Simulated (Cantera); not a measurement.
Cantera run, input and output.

```python
import numpy as np
import cantera as ct

gas = ct.Solution("h2o2.yaml")
gas.TPX = 1550, 1000000, {'H2': 1, 'O2': 0.82, 'N2': 9.02}
reactor = ct.IdealGasReactor(gas, energy="on", clone=False)
net = ct.ReactorNet([reactor])
net.rtol, net.atol = 1e-08, 1e-16
show = ['H2', 'O2', 'H', 'O', 'H2O']
times = np.geomspace(4e-06, 0.3, 13)

steps = ct.SolutionArray(gas, extra=["t"])
rows = []
print(f"{'t/s':>10s}{'T/K':>9s}{'P/Pa':>11s}" + "".join(f"{s:>11s}" for s in show))
for t in times:
    while net.time < t:
        t_next = net.step()
        steps.append(gas.state, t=t_next)
    rows.append([np.interp(t, steps.t, y) for y in (steps.T, steps.P, *steps(*show).X.T)])
    print(f"{t:10.3e}{rows[-1][0]:9.1f}{rows[-1][1]:11.4g}" + "".join(f"{x:11.3e}" for x in rows[-1][2:]))
rate = np.gradient(steps.T, steps.t)
print("integrator steps:", len(steps.t))
if steps.T.max() > steps.T[0] + 200:
    print(f"time of steepest temperature rise: {steps.t[rate.argmax()]:.4e} s")
gas.TPX = 1550, 1000000, {'H2': 1, 'O2': 0.82, 'N2': 9.02}
gas.equilibrate("UV")
print(f"equilibrium (UV): T = {gas.T:.1f} K  " + "  ".join(f"{s} {gas[s].X[0]:.3e}" for s in show))
```

Output:

```
       t/s      T/K       P/Pa         H2         O2          H          O        H2O
 4.000e-06   2109.2  1.317e+06  7.696e-03  3.047e-02  7.112e-03  6.585e-03  7.938e-02
 1.019e-05   2314.7  1.428e+06  1.286e-03  2.999e-02  3.710e-04  9.386e-04  9.272e-02
 2.598e-05   2339.8  1.442e+06  4.206e-04  3.029e-02  7.159e-05  3.197e-04  9.477e-02
 6.620e-05   2341.2  1.442e+06  3.777e-04  3.031e-02  6.154e-05  2.898e-04  9.489e-02
 1.687e-04   2341.2  1.442e+06  3.777e-04  3.031e-02  6.153e-05  2.897e-04  9.489e-02
 4.299e-04   2341.2  1.442e+06  3.777e-04  3.031e-02  6.153e-05  2.897e-04  9.489e-02
 1.095e-03   2341.2  1.442e+06  3.777e-04  3.031e-02  6.153e-05  2.897e-04  9.489e-02
 2.792e-03   2341.2  1.442e+06  3.777e-04  3.031e-02  6.153e-05  2.897e-04  9.489e-02
 7.114e-03   2341.2  1.442e+06  3.777e-04  3.031e-02  6.153e-05  2.897e-04  9.489e-02
 1.813e-02   2341.2  1.442e+06  3.777e-04  3.031e-02  6.153e-05  2.897e-04  9.489e-02
 4.620e-02   2341.2  1.442e+06  3.777e-04  3.031e-02  6.153e-05  2.897e-04  9.489e-02
 1.177e-01   2341.2  1.442e+06  3.777e-04  3.031e-02  6.153e-05  2.897e-04  9.489e-02
 3.000e-01   2341.2  1.442e+06  3.777e-04  3.031e-02  6.153e-05  2.897e-04  9.489e-02
integrator steps: 1023
time of steepest temperature rise: 2.8661e-06 s
equilibrium (UV): T = 2341.2 K  H2 3.777e-04  O2 3.031e-02  H 6.153e-05  O 2.897e-04  H2O 9.489e-02
```

Cantera simulation using the H2/O2 subset of GRI-Mech 3.0, which has no nitrogen chemistry; the numbers are that mechanism's predictions, not measurements. The hydrogen kinetics of GRI-Mech 3.0 are dated; newer H2 mechanisms differ, most at raised pressure.
